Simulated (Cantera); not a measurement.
A perfectly stirred reactor is fed with NH₃ : N₂ = 1 : 14 (molar parts), at 0.300 bar; it is held at 2000 K, and followed from long to short residence time.

Computed with Cantera and the gas-phase N/H chemistry of the illustrative SiF4/NH3 mechanism in the Surface Chemkin manual (1991). Walls and surfaces, which speed up NH3 decomposition in real reactors, are not modelled.

Task: What does this change do: N2 14 to 4.5 parts?

Result: 
```
quantity                  before     after
----------------------  --------  --------
x(NH₃) at τ = 3.10 s     0.00270   0.00718
x(NH₂) at τ = 3.10 s     2.50e-5   4.79e-5
x(N₂) at τ = 3.10 s        0.907     0.771
x(H) at τ = 3.10 s      0.000287  0.000508
x(N₂H₂) at τ = 3.10 s    1.01e-8   2.71e-8
x(NH₃) at τ = 0.140 s     0.0303    0.0822
x(NH₂) at τ = 0.140 s   0.000143  0.000263
x(N₂) at τ = 0.140 s       0.919     0.791
x(H) at τ = 0.140 s      8.31e-5  0.000139
x(N₂H₂) at τ = 0.140 s   1.65e-7   4.40e-7
```
